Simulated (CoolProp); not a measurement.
Normal hydrogen along the isotherm 34.3 K: density (kg/m³) from the reference equation and from simpler models built on Tc = 33.1 K, pc = 1.296 MPa, ω = -0.219; each cubic takes its own stable root.

Computed with CoolProp (reference Helmholtz-energy equation of state, Leachman 2009).

| p (MPa) | phase | reference |
|---|---|---|
| 0.0205 | gas | 0.1456 |
| 0.0301 | gas | 0.2142 |
| 0.0442 | gas | 0.3156 |
| 0.0648 | gas | 0.4650 |
| 0.0951 | gas | 0.6874 |
| 0.14 | gas | 1.023 |
| 0.205 | gas | 1.523 |
| 0.301 | gas | 2.294 |
| 0.442 | gas | 3.508 |
| 0.648 | gas | 5.506 |
| 0.951 | gas | 9.197 |
| 1.4 | supercritical | 20.35 |
| 2.05 | supercritical | 48.53 |
| 3.01 | supercritical | 54.87 |
| 4.42 | supercritical | 59.61 |
| 6.48 | supercritical | 63.94 |

Question: How far does each simpler model (van der Waals, Redlich-Kwong, Soave-Redlich-Kwong, Peng-Robinson) lie from the reference over these 16 states: mean and median of the absolute difference, and the worst?

Answer: 
- van der Waals: mean 5.7 %, median 0.7 %, worst -20.6 % at 34.3 K and 2.05 MPa
- Redlich-Kwong: mean 1.4 %, median 0.3 %, worst -9.2 % at 34.3 K and 2.05 MPa
- Soave-Redlich-Kwong: mean 1.0 %, median 0.3 %, worst -6.1 % at 34.3 K and 2.05 MPa
- Peng-Robinson: mean 3.7 %, median 1.7 %, worst +13.5 % at 34.3 K and 6.48 MPa
